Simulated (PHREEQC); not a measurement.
Consider water at 25 °C with 0.45 mmol/kgw Ag2SO4, 0.27 mmol/kgw NaNO3 and 0.14 mmol/kgw Cu(NO3)2. Closed to the air; pH follows from the charge balance.

All values are PHREEQC results (ion-association model, wateq4f.dat), not measurements.

Precipitation was switched off in this run.

Question: Estimate the pH.

Answer: pH 5.71.

Question: In which forms is S present?

Answer: SO4-2 97 %, CuSO4 1.7 %, AgSO4- 1.4 % of the S.

Species that the database lacks are ignored.
